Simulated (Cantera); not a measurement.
**Diamond growth**

A diamond (100) surface in a fixed gas of H2 with x(CH4) = 0.006, x(H) = 0.002, at 1375 K, 45.8 Torr; coverages are run to steady state.

Cantera simulation using the Harris–Goodwin 1993 mechanism for the reconstructed diamond (100) surface; the numbers are that mechanism's predictions, not measurements.

| x(CH3) | growth (µm/h) | θ c6HH | θ c6H* | θ c6*H | θ c6** | θ c6HM |
|---|---|---|---|---|---|---|
| 1e-06 | 0.00799 | 0.376 | 0.0554 | 0.526 | 0.0431 | 6.11e-7 |
| 2.7e-06 | 0.0216 | 0.376 | 0.0554 | 0.526 | 0.0431 | 1.65e-6 |
| 7.1e-06 | 0.0567 | 0.376 | 0.0554 | 0.526 | 0.0431 | 4.34e-6 |
| 1.9e-05 | 0.152 | 0.376 | 0.0554 | 0.526 | 0.0430 | 1.16e-5 |
| 5e-05 | 0.398 | 0.376 | 0.0554 | 0.526 | 0.0429 | 3.05e-5 |
| 0.00013 | 1.03 | 0.376 | 0.0554 | 0.525 | 0.0427 | 7.91e-5 |
| 0.00035 | 2.73 | 0.376 | 0.0553 | 0.525 | 0.0421 | 0.000212 |
| 0.00093 | 7.00 | 0.375 | 0.0551 | 0.523 | 0.0405 | 0.000556 |
| 0.0025 | 17.1 | 0.374 | 0.0548 | 0.520 | 0.0367 | 0.00145 |
θ: site fractions in the mechanism's names (c6HH fully hydrogenated, c6H* and c6*H radical sites, c6** diradical, c6HM methylated).
